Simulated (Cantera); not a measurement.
A closed system holds: 1 mol AlN, 14 mol H2, 62 mol N2, at 10.0 Torr.

Method: chemical equilibrium by Gibbs-energy minimisation in Cantera with the NASA 1993 tables (ideal gas, pure condensed phases). Candidate condensed phases: Al, AlN; 13 gas species. The numbers say what is thermodynamically allowed, not how fast it happens. All values below are at 552 °C.

Base state: N2 0.816, H2 0.184 (mole fractions); condensed: AlN(s).

**Question.** What changes in the equilibrium state with this change: AlN replaced by BN?

**Answer.** 
```
species      before  after
-----------  ------  -----
N2            0.816  0.816
H2            0.184  0.184
AlN(s), mol    1.00      0
BN(s), mol        0   1.00
```
Further candidate phases: B, BN.
